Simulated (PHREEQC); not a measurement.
Model water analysis in mg/L, 25 °C, pH 6.3, pe 12:

```json
[
 {"constituent": "Na", "mg/L": "55.2"},
 {"constituent": "K", "mg/L": "0.603"},
 {"constituent": "Ca", "mg/L": "111"},
 {"constituent": "Mg", "mg/L": "149"},
 {"constituent": "Cl", "mg/L": "214"},
 {"constituent": "S(6) as SO4", "mg/L": "133"},
 {"constituent": "Alkalinity as HCO3", "mg/L": "676"},
 {"constituent": "Cu(2)", "mg/L": "0.215"},
 {"constituent": "Ni", "mg/L": "9.81"}
]
```

Valence states are taken as typed.

The numbers come from PHREEQC with the ion-association model, wateq4f.dat.

Precipitation was switched off in this run.

### Question
Order these Cu species by the share of Cu that they hold, largest first: CuSO4, CuHCO3+, Cu+2, Cu(OH)2, CuCO3.

### Answer
CuHCO3+ (45 %), CuCO3 (38 %), Cu+2 (15 %), CuSO4 (0.85 %), Cu(OH)2 (0.71 %)

The pH is 6.30 and the ionic strength 0.0273 mol/kgw. The database's nickel carbonate constants are estimates that later reviews lower a good deal.
